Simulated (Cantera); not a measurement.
A Cantera script and its output.

```python
import numpy as np
import cantera as ct

surf = ct.Interface("diamond.yaml", "diamond_100")
gas, bulk = surf.adjacent["gas"], surf.adjacent["diamond"]
k = surf.kinetics_species_index(bulk.species_names[0])
cover = ["c6HH", "c6H*", "c6*H", "c6**", "c6HM", "c6B"]

rows, drift = [], 0.0
print(f"{'T':>10s}{'um/h':>11s}" + "".join(f"{s:>11s}" for s in cover))
for v in [950, 1025, 1100, 1175, 1250, 1325, 1400]:
    T, P, xH, xCH3 = v, 14000, 0.0038, 0.0012
    gas.TPX = T, P, {"H": xH, "CH3": xCH3, "CH4": 0.013, "H2": 1 - xH - xCH3 - 0.013}
    surf.TP = bulk.TP = T, P
    surf.coverages = "c6H*:0.1, c6HH:0.9"
    surf.advance_coverages(100.0)
    before = surf.coverages
    surf.advance_coverages(100.0)
    drift = max(drift, np.max(np.abs(surf.coverages - before) / (surf.coverages + 1e-9)))
    rate = surf.net_production_rates[k] * bulk.mean_molecular_weight / bulk.density * 3.6e9
    rows.append([rate, *surf[cover].coverages])
    print(f"{v:10.4g}{rate:11.4e}" + "".join(f"{x:11.3e}" for x in rows[-1][1:]))
```

Result:

```
         T       um/h       c6HH       c6H*       c6*H       c6**       c6HM        c6B
       950 5.3184e+01  5.090e-01  1.116e-02  2.630e-01  4.851e-03  1.626e-01  1.443e-07
      1025 7.7216e+01  4.799e-01  1.706e-02  3.243e-01  8.754e-03  1.208e-01  2.095e-07
      1100 9.5355e+01  4.517e-01  2.428e-02  3.832e-01  1.441e-02  8.289e-02  2.588e-07
      1175 8.7350e+01  4.292e-01  3.296e-02  4.421e-01  2.218e-02  4.394e-02  2.370e-07
      1250 5.8122e+01  4.044e-01  4.224e-02  4.909e-01  3.155e-02  1.571e-02  1.577e-07
      1325 4.0363e+01  3.749e-01  5.083e-02  5.203e-01  4.133e-02  4.406e-03  1.095e-07
      1400 3.5773e+01  3.473e-01  5.865e-02  5.358e-01  5.110e-02  1.165e-03  9.707e-08
```

Cantera simulation using the Harris–Goodwin 1993 mechanism for the reconstructed diamond (100) surface; the numbers are that mechanism's predictions, not measurements.
